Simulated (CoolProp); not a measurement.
Properties of sulfur hexafluoride along the isobar 45.5 bar (Tc = 45.6 °C, pc = 37.55 bar, ω = 0.210).

Values from CoolProp's reference Helmholtz-energy equation of state, Guder 2009.

```json
[
 {"T (°C)": "-41.05", "phase": "liquid", "cp (kJ/(kg K))": "0.8476", "Joule-Thomson coefficient (K/MPa)": "-0.2531", "isothermal compressibility (1/MPa)": "0.002890", "viscosity (µPa s)": "387", "conductivity (mW/(m K))": "76.7"},
 {"T (°C)": "-35.15", "phase": "liquid", "cp (kJ/(kg K))": "0.8644", "Joule-Thomson coefficient (K/MPa)": "-0.2237", "isothermal compressibility (1/MPa)": "0.003234", "viscosity (µPa s)": "355", "conductivity (mW/(m K))": "75.2"},
 {"T (°C)": "-29.25", "phase": "liquid", "cp (kJ/(kg K))": "0.8816", "Joule-Thomson coefficient (K/MPa)": "-0.1913", "isothermal compressibility (1/MPa)": "0.003640", "viscosity (µPa s)": "325", "conductivity (mW/(m K))": "73.6"},
 {"T (°C)": "-23.35", "phase": "liquid", "cp (kJ/(kg K))": "0.8995", "Joule-Thomson coefficient (K/MPa)": "-0.1551", "isothermal compressibility (1/MPa)": "0.004122", "viscosity (µPa s)": "297", "conductivity (mW/(m K))": "72.0"},
 {"T (°C)": "-17.45", "phase": "liquid", "cp (kJ/(kg K))": "0.9183", "Joule-Thomson coefficient (K/MPa)": "-0.1140", "isothermal compressibility (1/MPa)": "0.004703", "viscosity (µPa s)": "271", "conductivity (mW/(m K))": "70.3"},
 {"T (°C)": "-11.55", "phase": "liquid", "cp (kJ/(kg K))": "0.9384", "Joule-Thomson coefficient (K/MPa)": "-0.06668", "isothermal compressibility (1/MPa)": "0.005412", "viscosity (µPa s)": "247", "conductivity (mW/(m K))": "68.6"},
 {"T (°C)": "-5.65", "phase": "liquid", "cp (kJ/(kg K))": "0.9601", "Joule-Thomson coefficient (K/MPa)": "-0.01142", "isothermal compressibility (1/MPa)": "0.006293", "viscosity (µPa s)": "225", "conductivity (mW/(m K))": "66.9"},
 {"T (°C)": "0.25", "phase": "liquid", "cp (kJ/(kg K))": "0.9841", "Joule-Thomson coefficient (K/MPa)": "0.05434", "isothermal compressibility (1/MPa)": "0.007410", "viscosity (µPa s)": "205", "conductivity (mW/(m K))": "65.0"},
 {"T (°C)": "6.15", "phase": "liquid", "cp (kJ/(kg K))": "1.011", "Joule-Thomson coefficient (K/MPa)": "0.1342", "isothermal compressibility (1/MPa)": "0.008863", "viscosity (µPa s)": "187", "conductivity (mW/(m K))": "63.2"},
 {"T (°C)": "12.05", "phase": "liquid", "cp (kJ/(kg K))": "1.043", "Joule-Thomson coefficient (K/MPa)": "0.2336", "isothermal compressibility (1/MPa)": "0.01081", "viscosity (µPa s)": "169", "conductivity (mW/(m K))": "61.3"},
 {"T (°C)": "17.95", "phase": "liquid", "cp (kJ/(kg K))": "1.080", "Joule-Thomson coefficient (K/MPa)": "0.3610", "isothermal compressibility (1/MPa)": "0.01352", "viscosity (µPa s)": "153", "conductivity (mW/(m K))": "59.3"},
 {"T (°C)": "23.85", "phase": "liquid", "cp (kJ/(kg K))": "1.128", "Joule-Thomson coefficient (K/MPa)": "0.5307", "isothermal compressibility (1/MPa)": "0.01750", "viscosity (µPa s)": "138", "conductivity (mW/(m K))": "57.2"},
 {"T (°C)": "29.75", "phase": "liquid", "cp (kJ/(kg K))": "1.192", "Joule-Thomson coefficient (K/MPa)": "0.7693", "isothermal compressibility (1/MPa)": "0.02380", "viscosity (µPa s)": "124", "conductivity (mW/(m K))": "54.9"},
 {"T (°C)": "35.75", "phase": "liquid", "cp (kJ/(kg K))": "1.290", "Joule-Thomson coefficient (K/MPa)": "1.139", "isothermal compressibility (1/MPa)": "0.03519", "viscosity (µPa s)": "109", "conductivity (mW/(m K))": "52.4"}
]
```

Viscosity comes from a separate model (Quiñones-Cisneros 2012). Thermal conductivity comes from a separate model (Assael 2012).
